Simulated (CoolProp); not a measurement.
Vapour-liquid equilibrium of CH2F2 (R32) (1) + R134a (2) at 0.0946 MPa; x and y are mole fractions of (1).

Values from CoolProp's multi-fluid Helmholtz-energy mixture model, Tillner-Roth 1997 and Tillner-Roth 1994; pair parameters Lemmon 2004.

```csv
x,bubble temperature (K),y at the bubble point,dew temperature at overall composition x (K),liquid density (mol/L)
0.05,243.2,0.146,244.8,13.87
0.15,239.1,0.367,243.1,14.56
0.25,235.7,0.526,241.4,15.29
0.35,232.7,0.643,239.5,16.07
0.45,230.2,0.734,…,16.92
0.55,227.9,0.805,235.1,17.84
0.65,225.9,0.863,232.6,…
0.75,224.1,0.910,…,19.96
0.85,222.4,0.951,226.4,…
0.95,220.9,0.985,222.5,…
```

Q: Some entries are withheld; supply them.

A: 
- 0.45, dew temperature at overall composition x (K): 237.4
- 0.65, liquid density (mol/L): 18.85
- 0.75, dew temperature at overall composition x (K): 229.7
- 0.85, liquid density (mol/L): 21.21
- 0.95, liquid density (mol/L): 22.61

No azeotrope shows between x = 0.05 and 0.95.

Pair parameters are fitted to limited data, so mixtures are less certain than the pure fluids.
